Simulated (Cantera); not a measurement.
An adiabatic, constant-pressure homogeneous reactor starts with H2 : O2 : N2 : H2O = 1 : 0.649 : 2.44 : 0.099 (molar parts), equivalence ratio 0.77, at 1648 K and 19500 Torr. Integrator tolerance rtol = 1e-08.

Cantera simulation using GRI-Mech 3.0 (53 species, 325 reactions); the numbers are that mechanism's predictions, not measurements. The hydrogen kinetics of GRI-Mech 3.0 are dated; newer H2 mechanisms differ, most at raised pressure. The pressure lies above the range GRI-Mech 3.0 was tuned for (to about 10 atm). Above 3000 K some thermodynamic fits are extrapolated.

| quantity | before | after |
|---|---|---|
| time of steepest temperature rise | 0.442 µs | 0.428 µs |
| temperature at 0.100 s | 3008 K | 3172 K |
| equilibrium temperature | 3008 K | 3172 K |
| x(H2) at 0.100 s | 0.0137 (gas-phase equilibrium 0.0137) | 0.103 (gas-phase equilibrium 0.103) |
| x(O2) at 0.100 s | 0.0310 (gas-phase equilibrium 0.0310) | 0.00189 (gas-phase equilibrium 0.00189) |
| x(H2O) at 0.100 s | 0.265 (gas-phase equilibrium 0.265) | 0.294 (gas-phase equilibrium 0.294) |
| x(HO2) at 0.100 s | 3.76e-5 (gas-phase equilibrium 3.76e-5) | 6.44e-6 (gas-phase equilibrium 6.44e-6) |
| x(O) at 0.100 s | 0.00404 (gas-phase equilibrium 0.00404) | 0.00170 (gas-phase equilibrium 0.00170) |
| x(NO) at 0.100 s | 0.0168 (gas-phase equilibrium 0.0168) | 0.00467 (gas-phase equilibrium 0.00467) |

Problem. Which change was made?
(A) pressure from 19500 Torr to 330 Torr
(B) pressure from 19500 Torr to 735 Torr
(C) H2 1 to 1.7 parts
(D) constant volume in place of constant pressure

Solution. C, H2 1 to 1.7 parts
